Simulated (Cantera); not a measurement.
An isothermal, constant-pressure homogeneous reactor starts with NH3 : H2 = 1 : 8.6 (molar parts), at 1525 K and 41.3 Torr. Integrator tolerance rtol = 1e-08.

Model: the gas-phase N/H chemistry of the illustrative SiF4/NH3 mechanism in the Surface Chemkin manual (1991), integrated in Cantera. Walls and surfaces, which speed up NH3 decomposition in real reactors, are not modelled.

Problem. What does this change do: temperature 1525 to 1800 K?

Solution. 
| quantity | before | after |
|---|---|---|
| x(NH3) at 5.00 s | 0.103 (gas-phase equilibrium 6.30e-7) | 0.0522 (gas-phase equilibrium 3.21e-7) |
| x(H2) at 5.00 s | 0.896 (gas-phase equilibrium 0.953) | 0.924 (gas-phase equilibrium 0.951) |
| x(H) at 5.00 s | 5.98e-5 (gas-phase equilibrium 9.91e-5) | 0.000456 (gas-phase equilibrium 0.00150) |
| x(N2) at 5.00 s | 0.000395 (gas-phase equilibrium 0.0472) | 0.0235 (gas-phase equilibrium 0.0471) |
| x(N) at 5.00 s | 4.50e-9 (gas-phase equilibrium <1e-12) | 1.66e-7 (gas-phase equilibrium 3.37e-11) |
| x(N2H4) at 5.00 s | 1.02e-9 (gas-phase equilibrium <1e-12) | 7.38e-10 (gas-phase equilibrium <1e-12) |

Problem. What does this change do: temperature 1525 to 1750 K?

Solution. 
| quantity | before | after |
|---|---|---|
| x(NH3) at 5.00 s | 0.103 (gas-phase equilibrium 6.30e-7) | 0.0725 (gas-phase equilibrium 3.57e-7) |
| x(H2) at 5.00 s | 0.896 (gas-phase equilibrium 0.953) | 0.913 (gas-phase equilibrium 0.952) |
| x(H) at 5.00 s | 5.98e-5 (gas-phase equilibrium 9.91e-5) | 0.000311 (gas-phase equilibrium 0.000974) |
| x(N2) at 5.00 s | 0.000395 (gas-phase equilibrium 0.0472) | 0.0143 (gas-phase equilibrium 0.0471) |
| x(N) at 5.00 s | 4.50e-9 (gas-phase equilibrium <1e-12) | 9.87e-8 (gas-phase equilibrium 1.35e-11) |
| x(N2H4) at 5.00 s | 1.02e-9 (gas-phase equilibrium <1e-12) | 1.08e-9 (gas-phase equilibrium <1e-12) |
